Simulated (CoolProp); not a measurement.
Properties of nitrogen at several states.

Model: reference Helmholtz-energy equation of state, Span 2000, in CoolProp.

```tsv
T (K)	p (kPa)	phase	cv (kJ/(kg K))	speed of sound (m/s)	isothermal compressibility (1/MPa)	viscosity (µPa s)	Prandtl number
522.5	406	gas	0.7632	…	2.459	26.9	0.706
109.1	3830	liquid	0.9614	552.1	0.01248	63.5	1.71
685.8	17	gas	0.7977	528.5	58.82	…	0.715
438.3	25.9	gas	0.7509	426.1	38.61	23.7	0.706
614	1840	gas	0.7822	506.4	0.5392	…	…
733.3	236	gas	0.8092	546.0	4.233	…	0.720
```

Problem. Some entries are withheld; supply them.

Solution. 
- 522.5, speed of sound (m/s): 465.2
- 685.8, viscosity (µPa s): 32.4
- 614, viscosity (µPa s): 30.1
- 614, Prandtl number: 0.711
- 733.3, viscosity (µPa s): 33.9

Viscosity comes from a separate model (Lemmon 2004). Thermal conductivity comes from a separate model (Lemmon 2004).
